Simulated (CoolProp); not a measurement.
Vapour-liquid equilibrium of carbon dioxide (1) + R134a (2) at 894 kPa; x and y are mole fractions of (1).

Computed with CoolProp (multi-fluid Helmholtz-energy mixture model, Span 1996 and Tillner-Roth 1994; pair parameters Bell 2016).

```csv
x,bubble temperature (K),y at the bubble point,dew temperature at overall composition x (K),liquid density (mol/L)
0.05,300.1,0.218,306.6,[?]
0.2,277.1,0.660,300.8,13.79
0.35,260.4,0.846,294.4,15.57
0.5,[?],[?],286.9,[?]
0.65,241.7,0.960,277.8,19.42
0.8,236.1,0.981,265.4,21.74
0.95,231.5,0.996,244.0,24.56
```

### Question
Fill in the missing entries.

### Answer

- 0.05, liquid density (mol/L): 12.01
- 0.5, bubble temperature (K): 249.3
- 0.5, y at the bubble point: 0.923
- 0.5, liquid density (mol/L): 17.41

No azeotrope shows between x = 0.05 and 0.95.

The pair parameters rest on a limited set of measurements; away from them the model extrapolates.
